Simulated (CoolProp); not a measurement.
A single-stage vapour-compression cycle with carbonyl sulfide: evaporating at 263.15 K (dew point), condensing at 298.15 K (bubble point), superheat 2 K, subcooling 2 K, compressor efficiency 0.6, no pressure losses. Each further row changes one setting.

The numbers come from the reference Helmholtz-energy equation of state, Lemmon 2006 in CoolProp. It is a short technical equation, of lower accuracy than the large ones.

| case | cooling COP | pressure ratio | discharge temperature (K) | refrigerating effect (kJ/kg) | volumetric capacity (kJ/m³) |
|---|---|---|---|---|---|
| as stated | 3.91 | 2.68 | 357.3 | 237 | 3360 |
| evaporating temperature 268.15 K | 4.73 | (withheld) | 347.6 | 240 | 3940 |
| condensing temperature 293.15 K | 4.66 | 2.37 | (withheld) | 244 | 3460 |
| subcooling 7 K | 4.02 | 2.68 | 357.3 | 244 | 3460 |
| superheat 12 K | 3.84 | 2.68 | (withheld) | 245 | 3310 |
| compressor efficiency 0.5 | (withheld) | 2.68 | 372.1 | 237 | 3360 |

Question: Complete the blanks.

Answer: 
- evaporating temperature 268.15 K, pressure ratio: 2.29
- condensing temperature 293.15 K, discharge temperature (K): 344.9
- superheat 12 K, discharge temperature (K): 370.1
- compressor efficiency 0.5, cooling COP: 3.26
